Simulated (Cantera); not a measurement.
A freely propagating, adiabatic, planar premixed flame of H2 : O2 : N2 : H2O = 1 : 0.208 : 0.783 : 0.17 (molar parts), equivalence ratio 2.4, unburnt at 500 K and 7500 Torr; mixture-averaged transport, grid criteria slope 0.08 and curve 0.16, no radiation.

Detailed kinetics in Cantera: the H2/O2 subset of GRI-Mech 3.0, which has no nitrogen chemistry. The hydrogen kinetics of GRI-Mech 3.0 are dated; newer H2 mechanisms differ, most at raised pressure. Burning velocities carry a grid error of a few per cent, more on coarse grids.

x: mole fraction of selected species; z is measured from the peak of heat release.

```csv
z (mm),T (K),u (m/s),x H2,x O2,x H2O,x H2O2,x OH,x O
-0.0817,500,3.24,0.463,0.0963,0.0787,<1e-8,<1e-8,<1e-8
-0.0545,501,3.24,0.462,0.0964,0.0788,4.27e-8,<1e-8,<1e-8
-0.0408,504,3.25,0.460,0.0967,0.0791,2.68e-7,<1e-8,<1e-8
-0.0272,525,3.35,0.453,0.0977,0.0809,5.08e-6,<1e-8,(withheld)
-0.0136,717,4.39,0.421,0.0967,0.0985,0.000123,2.33e-5,(withheld)
-0.00681,1036,6.18,0.385,0.0817,0.138,0.000219,0.000344,(withheld)
0,1373,8.09,0.346,0.0550,0.195,8.48e-5,0.000696,(withheld)
0.00681,1596,9.38,0.315,0.0296,0.243,1.18e-5,0.00103,(withheld)
0.0136,1716,10.1,0.298,0.0140,0.272,4.28e-6,0.00119,(withheld)
0.0272,1817,10.7,0.287,0.00297,0.293,1.36e-6,0.00119,(withheld)
0.0545,1878,11.0,0.287,0.000264,0.300,3.01e-7,0.000937,(withheld)
0.109,1918,11.2,0.289,1.40e-5,0.301,8.24e-8,0.000595,(withheld)
0.218,1942,11.3,0.291,1.88e-6,0.302,2.57e-8,0.000328,(withheld)
```

Task: Some entries are withheld; supply them.

Result: 
- -0.0272, x O: 7.12e-8
- -0.0136, x O: 6.85e-6
- -0.00681, x O: 9.28e-5
- 0, x O: 0.000342
- 0.00681, x O: 0.000429
- 0.0136, x O: 0.000302
- 0.0272, x O: 0.000105
- 0.0545, x O: 3.16e-5
- 0.109, x O: 1.04e-5
- 0.218, x O: 2.97e-6
